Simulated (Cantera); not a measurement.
# Hydrocarbon pyrolysis for carbon deposition

A perfectly stirred reactor is fed with CH₄ : N₂ = 1 : 13 (molar parts), at 1.10 bar; it is held at 1775 K, and followed from long to short residence time.

Computed with Cantera and GRI-Mech 3.0 (53 species, 325 reactions). GRI-Mech 3.0 stops at C3 and has no aromatics, soot or wall deposition, so with more carbon than oxygen in the feed, carbon stays in small species such as C2H2 where larger ones or solid carbon would form.

| τ (s) | x CH₄ | x C₂H | x C₂H₂ | x C₂H₄ | x H | x CH₃ | x H₂ |
|---|---|---|---|---|---|---|---|
| 0.82 | 0.00420 | 2.13e-7 | 0.0312 | 0.000100 | 8.14e-5 | 7.32e-5 | 0.0939 |
| 0.37 | 0.00622 | 2.05e-7 | 0.0303 | 0.000108 | 7.84e-5 | 0.000107 | 0.0910 |
| 0.17 | 0.00908 | 1.94e-7 | 0.0289 | 0.000128 | 7.43e-5 | 0.000155 | 0.0870 |
| 0.077 | 0.0133 | 1.79e-7 | 0.0269 | 0.000177 | 6.87e-5 | 0.000223 | 0.0810 |
| 0.035 | 0.0190 | 1.60e-7 | 0.0240 | 0.000285 | 6.16e-5 | 0.000316 | 0.0728 |
| 0.016 | 0.0263 | 1.36e-7 | 0.0203 | 0.000501 | 5.30e-5 | 0.000435 | 0.0622 |
| 0.0072 | 0.0353 | 1.08e-7 | 0.0156 | 0.000901 | 4.31e-5 | 0.000584 | 0.0490 |
| 0.0033 | 0.0447 | 7.73e-8 | 0.0105 | 0.00148 | 3.27e-5 | 0.000745 | 0.0351 |
| 0.0015 | 0.0540 | 4.54e-8 | 0.00557 | 0.00204 | 2.22e-5 | 0.000893 | 0.0214 |
| 0.00067 | 0.0622 | 1.76e-8 | 0.00181 | 0.00189 | 1.22e-5 | 0.000951 | 0.00991 |
| 0.00031 | 0.0678 | 3.73e-9 | 0.000292 | 0.000885 | 5.22e-6 | 0.000806 | 0.00320 |
x: mole fraction; the columns are a selection and need not sum to one.
